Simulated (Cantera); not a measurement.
Source: NASA polynomial tables (part measured, part estimated), evaluated in Cantera. Values are per mole of reaction as written; species without (g) are pure solids or liquids, kept so even where they would boil at 1 bar. FeO: taken at fixed stoichiometry.

Problem. Between 1123 and 1473 K, where is each reaction favourable under standard conditions?
- CH4(g) + 4 FeO + 8 CH3OH(g) → 3 C3H8(g) + 4 Fe(OH)3
- 2 CO2(g) + 6 Fe(OH)3 → C2H6(g) + 5 O2(g) + 6 Fe(OH)2
- 4 OH(g) + 3 C2H4(g) + 4 Fe(OH)2 → 2 Fe2O3 + 6 CH3OH(g)

Solution. 
- CH4(g) + 4 FeO + 8 CH3OH(g) → 3 C3H8(g) + 4 Fe(OH)3: ΔG° is 310 kJ at 1123 K and 637 kJ at 1473 K; it stays positive (K < 1). ΔH° is -713 kJ and ΔS° -917 J/K at 1473 K.
- 2 CO2(g) + 6 Fe(OH)3 → C2H6(g) + 5 O2(g) + 6 Fe(OH)2: ΔG° is 1427 kJ at 1123 K and 1178 kJ at 1473 K; it stays positive (K < 1). ΔH° is 2209 kJ and ΔS° 700 J/K at 1473 K.
- 4 OH(g) + 3 C2H4(g) + 4 Fe(OH)2 → 2 Fe2O3 + 6 CH3OH(g): ΔG° is -653 kJ at 1123 K and -560 kJ at 1473 K; it stays negative (K > 1). ΔH° is -963 kJ and ΔS° -273 J/K at 1473 K.
